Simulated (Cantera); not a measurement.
**Equilibrium for nitride etching: BN + HCl + H2**

Input: 1 mol BN, 39 mol HCl, 2.2 mol H2, equilibrated at 0.630 bar.

Cantera equilibrium calculation (NASA polynomials, part measured and part estimated; ideal gas, pure solids and liquids). Candidate condensed phases: B, BN, NH4Cl; 21 gas species. Gases not in the tables: BHCl2. Kinetics and transport are ignored.

```csv
T (K),log p HCl,log p H2,log p BCl3,log p N2,log p Cl,log p NH3,log p H,n BN(s)
823,-0.22,-1.47,-3.78,-4.08,-10.62,-6.87,-11.87,0.989
873,-0.23,-1.47,-3.46,-3.77,-9.83,-6.90,-11.06,0.978
923,-0.23,-1.46,-3.19,-3.49,-9.12,-6.93,-10.34,0.958
973,-0.23,-1.45,-2.95,-3.25,-8.49,-6.96,-9.69,0.926
1023,-0.23,-1.44,-2.73,-3.03,-7.93,-6.97,-9.10,0.879
1073,-0.23,-1.42,-2.55,-2.85,-7.42,-6.99,-8.56,0.814
1123,-0.23,-1.40,-2.38,-2.69,-6.96,-6.99,-8.07,0.730
1173,-0.24,-1.37,-2.24,-2.54,-6.54,-7.00,-7.62,0.626
```
log p: log10 of the partial pressure in bar; n: condensed amount in mol.

From 823 K to 1173 K the condensed part is BN(s). The main B-bearing gas is BCl3 throughout. The share of B in condensed phases is highest at 823 K (98.9 %) and lowest at 1173 K (62.6 %).
